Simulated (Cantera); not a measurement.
Charge: 1 mol CF4, a varied amount of F2, at 475 °C and 0.260 bar.

Equilibrium computed with Cantera from the NASA thermochemical tables; the gas is ideal and each condensed phase is pure. Candidate condensed phases: C; 13 gas species. Condensed phases not in the tables: fluorocarbon polymer. Gases not in the tables: C2F6 and larger saturated fluorocarbons. Equilibrium is a limit: real reactors are often held back by kinetics, nucleation or transport.

Question: At 0.48 mol F2, list the 3 most abundant gas species with their mole fractions, and the condensed phases.

Answer: CF4 0.674, F2 0.322, F 0.00395. Condensed: gas only.
